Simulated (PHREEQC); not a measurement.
Ca(OH)2 is added in steps, without added water, to 1 kg of water holding 0.004 mol/kgw HNO3, 0.004 mol/kgw ZnSO4 and 0.094 mol/kgw MnSO4, at 20 °C. The system is closed to oxygen. CO2 from the air is kept out. Solids allowed: Gypsum, Portlandite, Pyrochroite, Zn(OH)2-e, Zn4(OH)6SO4, Goslarite. Others were left out.

Base run: PHREEQC, ion-association model, wateq4f.dat. Each further column changes one thing. The table gives pH.

```tsv
Ca(OH)2 added (mol)	base	diluted 10-fold with water	HNO3 from 0.004 to 0.0004 mol/kgw	HNO3 from 0.004 to 0.02 mol/kgw	no solid may form
0	2.88	3.58	3.89	2.16	2.88
0.00825	8.49	9.17	8.50	2.94	10.06
0.01925	8.51	12.28	8.52	8.49	10.92
0.0275	8.53	12.54	8.53	8.50	11.21
0.03575	8.54	12.62	8.55	8.52	11.40
0.04675	8.57	12.62	8.58	8.54	11.58
0.055	8.60	12.62	8.61	8.56	11.68
0.06325	8.63	12.62	8.64	8.59	11.76
0.07425	8.68	12.62	8.70	8.63	11.85
0.0825	8.75	12.62	8.77	8.67	11.90
0.09075	8.87	12.62	8.91	8.74	11.96
0.1017	11.57	12.62	11.87	8.93	12.03
0.11	12.30	12.62	12.37	11.59	12.08
```

 In at least one series the solution becomes supersaturated in solids that the run did not let form, among them Gypsum, Pyrochroite, Zn(OH)2-e, Zn4(OH)6SO4.
